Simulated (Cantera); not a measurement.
Feed: 1 mol Al, 15 mol H2O, 9.3 mol H2, held at 2098 K and 0.00133 bar.

Equilibrium computed with Cantera from the NASA thermochemical tables; the gas is ideal and each condensed phase is pure. Candidate condensed phases: Al, Al2O3, H2O; 19 gas species. Equilibrium is a limit: real reactors are often held back by kinetics, nucleation or transport.

Base state: H2O 0.528, H2 0.409, H 0.0539, OH 0.00825, O 0.000776, O2 0.000427, AlO2H 2.17e-5 (mole fractions); condensed: Al2O3(s).

Question: What changes in the equilibrium state with this change: H2O from 15 to 0.49 mol?

Answer: 
```
species          before     after
-------------  --------  --------
H2                0.409     0.865
H                0.0539    0.0784
Al              1.72e-7    0.0385
H2O               0.528  0.000303
Al2O            1.30e-9    0.0176
O2             0.000427     <1e-9
AlH               <1e-9  0.000298
O              0.000776   2.11e-7
Al2O3(s), mol     0.500    0.0972
```
The tables' values for AlOH are old estimates; treat these amounts as uncertain.
